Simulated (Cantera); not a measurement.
Input: 1 mol CH3Cl, 2.2 mol H2, held at 748.15 K and 13.0 Pa.

Equilibrium computed with Cantera from the NASA thermochemical tables; the gas is ideal and each condensed phase is pure. Candidate condensed phases: C, C6H6, C7H8, C8H18; 91 gas species. Kinetics and transport are ignored.

Base state: H2 0.762, HCl 0.238, CH4 0.000249 (mole fractions); condensed: C(graphite).

**Question.** What changes in the equilibrium state with this change: temperature from 748.15 K to 673.15 K?

**Answer.** 
| species | before | after |
|---|---|---|
| H2 | 0.762 | 0.760 |
| HCl | 0.238 | 0.238 |
| CH4 | 0.000249 | 0.00114 |
| C(graphite), mol | 0.999 | 0.995 |

**Question.** What changes in the equilibrium state with this change: CH3Cl replaced by CH2F2?

**Answer.** 
| species | before | after |
|---|---|---|
| H2 | 0.762 | 0.524 |
| HF | 0 | 0.476 |
| CH4 | 0.000249 | 0.000118 |
| HCl | 0.238 | 0 |
| C(graphite), mol | 0.999 | 1.000 |
